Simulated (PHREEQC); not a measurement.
Make-up at 25 °C: 0.011 mol/kgw CdSO4, 0.00011 mol/kgw NaCl and 0.22 mol/kgw FeSO4. Closed to the air; pH follows from the charge balance.

The numbers come from PHREEQC with the ion-association model, phreeqc.dat.

```tsv
quantity	before	after
pH	5.81	5.48
ionic strength (mol/kgw)	0.459	0.440
SO4-2 (mol/kgw)	0.110	0.0704
CdSO4 (mol/kgw)	0.00428	0.00434
Cd(SO4)2-2 (mol/kgw)	0.00427	0.00281
Cd+2 (mol/kgw)	0.00245	0.00384
SI of Cd(OH)2 (Cd(OH)2)	-5.19	-5.65
```

**Question.** What was changed between the two runs?
(A) CdSO4 from 0.011 to 0.0011 mol/kgw
(B) CdSO4 from 0.011 to 0.022 mol/kgw
(C) NaCl left out
(D) FeSO4 replaced by ZnSO4 at the same molality
(E) temperature from 25 to 30 °C

**Answer.** D, FeSO4 replaced by ZnSO4 at the same molality

This is a speciation only: nothing precipitates in the calculation.
